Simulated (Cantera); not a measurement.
An isothermal, constant-pressure homogeneous reactor starts with CH4 : N2 = 1 : 3.8 (molar parts), at 1450 K and 1.40 bar.

Computed with Cantera and GRI-Mech 3.0 (53 species, 325 reactions). GRI-Mech 3.0 stops at C3 and has no aromatics, soot or wall deposition, so with more carbon than oxygen in the feed, carbon stays in small species such as C2H2 where larger ones or solid carbon would form.

One state of this run: x CH4 = 0.204; x C2H6 = 0.000554; x HCN = 1.59e-12; x C2H4 = 0.00107; x CH3 = 7.86e-5; x CH2 = 1.15e-9. x: mole fraction; the columns are a selection and need not sum to one.

Task: Which value of t (s) does it belong to?
(A) 0.0377
(B) 0.335
(C) 0.00142
(D) 1.00

Result: A, 0.0377
